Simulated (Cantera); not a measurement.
Charge: 1 mol Si, 0.18 mol H₂O, a varied amount of N₂, at 1500 K and 0.240 Pa.

These are equilibrium values from Cantera (NASA tables, ideal gas, pure condensed phases), not measurements of a reactor. Candidate condensed phases: H₂O, Si, SiO₂, Si₂N₂O, Si₃N₄; 35 gas species. Rates play no part.

x: gas mole fraction; n: condensed amount in mol.

```tsv
n(N₂) (mol)	x N₂	x SiO	x H₂	x Si	n Si(s)
16	0.973	0.0109	0.0104	0.00439	0.747
23	0.980	0.00767	0.00719	0.00439	0.716
33	0.984	0.00537	0.00497	0.00439	0.671
47	0.988	0.00378	0.00345	0.00439	(withheld)
67	0.990	0.00266	0.00238	0.00439	(withheld)
94	0.992	0.00190	0.00167	0.00439	(withheld)
130	0.993	0.00137	0.00118	0.00439	(withheld)
```

Question: Some entries are withheld; supply them.

Answer: 
- 47, n Si(s): 0.609
- 67, n Si(s): 0.520
- 94, n Si(s): 0.400
- 130, n Si(s): 0.239
